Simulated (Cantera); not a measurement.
Feed: 1 mol Al, 4.2 mol Cl2, 0.33 mol N2, held at 1.50 Pa.

These are equilibrium values from Cantera (NASA tables, ideal gas, pure condensed phases), not measurements of a reactor. Candidate condensed phases: Al, AlCl3, AlN; 11 gas species. Equilibrium is a limit: real reactors are often held back by kinetics, nucleation or transport.

**Question.** At 675 K, list the 5 most abundant gas species with their mole fractions, and the condensed phases.

**Answer.** Cl2 0.670, AlCl3 0.248, N2 0.0819, Al2Cl6 8.58e-5, Cl 6.38e-5. Condensed: gas only.
